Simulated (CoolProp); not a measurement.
1,2-dichloroethane along the isotherm 226.85 °C: density (kg/m³) from the reference equation and from simpler models built on Tc = 288.4 °C, pc = 5226 kPa, ω = 0.269; each cubic takes its own stable root.

Model: reference Helmholtz-energy equation of state, Thol 2015, in CoolProp.

```json
[
 {"p (kPa)": "980", "phase": "gas", "reference": "26.02"},
 {"p (kPa)": "1960", "phase": "gas", "reference": "60.96"},
 {"p (kPa)": "2940", "phase": "liquid", "reference": "873.5"},
 {"p (kPa)": "3920", "phase": "liquid", "reference": "881.5"},
 {"p (kPa)": "4900", "phase": "liquid", "reference": "888.9"},
 {"p (kPa)": "5880", "phase": "liquid", "reference": "895.7"},
 {"p (kPa)": "6860", "phase": "liquid", "reference": "902.0"},
 {"p (kPa)": "7840", "phase": "liquid", "reference": "907.9"}
]
```

How far does each simpler model (van der Waals, Redlich-Kwong, Peng-Robinson) lie from the reference over these 8 states: mean and median of the absolute difference, and the worst?


- van der Waals: mean 37.1 %, median 39.1 %, worst -88.5 % at 226.85 °C and 2940 kPa
- Redlich-Kwong: mean 15.0 %, median 18.3 %, worst -21.8 % at 226.85 °C and 2940 kPa
- Peng-Robinson: mean 3.7 %, median 4.1 %, worst -6.1 % at 226.85 °C and 2940 kPa

At some of these states van der Waals gives the other phase, because its saturation line lies elsewhere.
